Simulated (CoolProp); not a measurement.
R114 at 298.15 K and 0.654 MPa is throttled through a valve to 0.325 MPa with no heat exchange. Each further row changes one setting.

Computed with CoolProp (reference Helmholtz-energy equation of state, Platzer 1990). This equation is an older, rougher fit; its heat capacities, sound speeds and derivatives of the liquid may be far off and weren't checked against measurements.

```
case                        temperature change (K)  final phase  final density (kg/m³)
--------------------------  ----------------------  -----------  ---------------------
as stated                                     +0.1       liquid                      ?
outlet pressure 0.0975 MPa                       ?            ?                      ?
outlet pressure 0.423 MPa                     +0.1       liquid                      ?
```

### Question
Some entries are withheld; supply them.

### Answer

- as stated, final density (kg/m³): 1450
- outlet pressure 0.0975 MPa, temperature change (K): -22.4
- outlet pressure 0.0975 MPa, final phase: two-phase, vapour fraction 0.161
- outlet pressure 0.0975 MPa, final density (kg/m³): 45.6
- outlet pressure 0.423 MPa, final density (kg/m³): 1460
